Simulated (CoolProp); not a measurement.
A simple Rankine cycle with n-perfluoropentane: condensing at 309.15 K, boiler at 0.786 MPa, turbine inlet 376 K, turbine efficiency 0.8, pump efficiency 0.8, no recuperator. Each further row changes one setting.

Computed with CoolProp (reference Helmholtz-energy equation of state, Gao 2022).

```
case                             thermal efficiency (%)  net work (kJ/kg)  heat in (kJ/kg)  turbine exit temperature (K)  volume ratio over the turbine
-------------------------------  ----------------------  ----------------  ---------------  ----------------------------  -----------------------------
as stated                                           9.2              12.8              139                         351.9                           7.29
turbine inlet 396 K                                 8.8              14.0              159                         373.1                           6.88
condensing temperature 301.15 K                    10.2              15.0              147                         349.0                           9.73
boiler pressure 0.55 MPa                            7.6              10.9              142                         358.4                           4.65
turbine efficiency 0.7                              8.0              11.1              139                         353.8                           7.33
```
